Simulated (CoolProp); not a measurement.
Properties of water along the isotherm 726.85 °C.

Values from CoolProp's reference Helmholtz-energy equation of state, Wagner 2002.

```
p (MPa)  phase  density (kg/m³)  cp (kJ/(kg K))  isothermal compressibility (1/MPa)  expansivity (1/kK)
-------  -----  ---------------  --------------  ----------------------------------  ------------------
0.689      gas            1.496           2.300                               1.454               1.008
1.38       gas            3.001           2.310                              0.7272               1.017
2.07       gas            4.509           2.320                              0.4857               1.025
2.76       gas            6.023           2.330                              0.3649               1.033
3.45       gas            7.542             ___                              0.2924               1.042
4.14       gas            9.067             ___                              0.2441               1.050
4.83       gas            10.60             ___                              0.2097               1.059
5.52       gas            12.13             ___                              0.1838               1.068
6.21       gas            13.67           2.381                              0.1637               1.077
6.89       gas            15.20           2.392                              0.1478               1.085
7.58       gas            16.75             ___                              0.1346               1.094
8.27       gas            18.31           2.413                              0.1236               1.103
8.96       gas            19.87           2.423                              0.1143               1.112
9.65       gas            21.44             ___                              0.1063               1.121
10.3       gas            22.93             ___                             0.09975               1.130
11         gas            24.53           2.456                             0.09358               1.140
```

Some entries are withheld; supply them.


- 3.45, cp (kJ/(kg K)): 2.340
- 4.14, cp (kJ/(kg K)): 2.350
- 4.83, cp (kJ/(kg K)): 2.360
- 5.52, cp (kJ/(kg K)): 2.371
- 7.58, cp (kJ/(kg K)): 2.402
- 9.65, cp (kJ/(kg K)): 2.434
- 10.3, cp (kJ/(kg K)): 2.444
